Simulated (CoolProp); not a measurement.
Computed with CoolProp (reference Helmholtz-energy equation of state, Lemmon 2006). It is a short technical equation, of lower accuracy than the large ones.

### Question
For R141b, give the phase and the density (kg/m³), Joule-Thomson coefficient (K/MPa), isothermal compressibility (1/MPa), expansivity (1/kK) at 282.7 K and 97.2 bar; 282.7 K and 130 bar; 282.7 K and 162 bar.

### Answer
- 282.7 K and 97.2 bar: liquid; density 1280, Joule-Thomson coefficient -0.427, isothermal compressibility 0.00127, expansivity 1.37
- 282.7 K and 130 bar: liquid; density 1290, Joule-Thomson coefficient -0.433, isothermal compressibility 0.00122, expansivity 1.33
- 282.7 K and 162 bar: liquid; density 1290, Joule-Thomson coefficient -0.439, isothermal compressibility 0.00117, expansivity 1.30
